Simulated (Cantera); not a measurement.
Mixture: C3H8 : O2 : N2 = 1 : 2.27 : 8.55 (molar parts), equivalence ratio 2.2, at 0.671 atm, adiabatic and at constant volume. Ignition delay is the time to a rise of 400 K.

Detailed kinetics in Cantera: GRI-Mech 3.0 (53 species, 325 reactions). GRI-Mech 3.0 was tuned for natural gas; its chemistry of propane as a main component is partial and can be far from experiment.

Question: What does this change do: pressure from 0.671 atm to 4.93 atm?

Answer: 
```tsv
quantity	before	after
delay at 1125 K	35.8 ms	11.9 ms
delay at 1275 K	1.72 ms	0.647 ms
delay at 1425 K	0.210 ms	67.0 µs
delay at 1575 K	54.2 µs	13.8 µs
delay at 1725 K	22.7 µs	4.81 µs
apparent activation energy between 1575 and 1725 K	130 kJ/mol	160 kJ/mol
```

Question: What does this change do: 0.29 parts H2O added?

Answer: 
| quantity | before | after |
|---|---|---|
| delay at 1125 K | 35.8 ms | 37.7 ms |
| delay at 1275 K | 1.72 ms | 1.82 ms |
| delay at 1425 K | 0.210 ms | 0.223 ms |
| delay at 1575 K | 54.2 µs | 56.8 µs |
| delay at 1725 K | 22.7 µs | 23.5 µs |
| apparent activation energy between 1575 and 1725 K | 130 kJ/mol | 130 kJ/mol |
